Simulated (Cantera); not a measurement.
## Hydrocarbon pyrolysis for carbon deposition

An isothermal, constant-pressure homogeneous reactor starts with CH4 : H2 = 1 : 7.6 (molar parts), at 1900 K and 0.360 bar.

Detailed kinetics in Cantera: GRI-Mech 3.0 (53 species, 325 reactions). GRI-Mech 3.0 stops at C3 and has no aromatics, soot or wall deposition, so with more carbon than oxygen in the feed, carbon stays in small species such as C2H2 where larger ones or solid carbon would form.

```
t (s)       x CH4   x H2     x CH3    x C2H4     x C2H    x C2H2
--------  -------  -----  --------  --------  --------  --------
3.00e-6     0.116  0.884   4.93e-5   2.18e-9    <1e-12  2.23e-12
1.86e-5     0.116  0.884  0.000312   8.63e-7    <1e-12   8.75e-9
0.000115    0.114  0.883   0.00167  0.000174  3.13e-10   3.24e-5
0.000711   0.0993  0.891   0.00237   0.00103   8.56e-8   0.00542
0.00440    0.0537  0.916   0.00135  0.000415   4.44e-7    0.0269
0.0273     0.0133  0.939  0.000354  0.000206   8.00e-7    0.0457
0.169     0.00285  0.945   7.79e-5  0.000208   9.02e-7    0.0505
1.04      0.00213  0.945   5.83e-5  0.000209   9.10e-7    0.0509
6.46      0.00213  0.945   5.83e-5  0.000209   9.10e-7    0.0509
40.0      0.00213  0.945   5.83e-5  0.000209   9.10e-7    0.0509
```
x: mole fraction; the columns are a selection and need not sum to one.

Equilibrium at this temperature and pressure: CH4 0.00213, H2 0.945, CH3 5.83e-5, C2H4 0.000209, C2H 9.10e-7, C2H2 0.0509 (gas phase only).
